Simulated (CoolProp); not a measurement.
Vapour-liquid equilibrium of diethyl ether (1) + ethanol (2) at 48.6 kPa; x and y are mole fractions of (1).

Values from CoolProp's multi-fluid Helmholtz-energy mixture model, Thol 2014 and Schroeder 2014; pair parameters Bell 2016.

```
x     bubble temperature, mixture model (°C)  bubble temperature, Raoult's law (°C)  y, mixture model  y, Raoult's law
----  --------------------------------------  -------------------------------------  ----------------  ---------------
0.05                              (withheld)                                   56.6             0.387            0.216
0.15                                    38.0                                   49.0             0.709            0.510
0.25                                    30.6                                   42.5        (withheld)            0.687
0.35                                    26.3                                   36.9        (withheld)            0.796
0.45                                    23.7                                   32.2             0.896            0.866
0.55                                    21.9                                   28.2             0.914            0.912
0.65                                    20.5                                   24.7        (withheld)            0.944
0.75                                    19.1                                   21.6             0.944            0.967
0.85                              (withheld)                                   18.9             0.962            0.983
0.95                                    16.1                                   16.4        (withheld)            0.995
```

What belongs in the gaps?


- 0.05, bubble temperature, mixture model (°C): 51.1
- 0.25, y, mixture model: 0.820
- 0.35, y, mixture model: 0.869
- 0.65, y, mixture model: 0.929
- 0.85, bubble temperature, mixture model (°C): 17.7
- 0.95, y, mixture model: 0.985

The largest gap from Raoult's law is -11.9 K in bubble temperature, at x = 0.25. No azeotrope shows between x = 0.05 and 0.95.

The pair parameters rest on a limited set of measurements; away from them the model extrapolates.
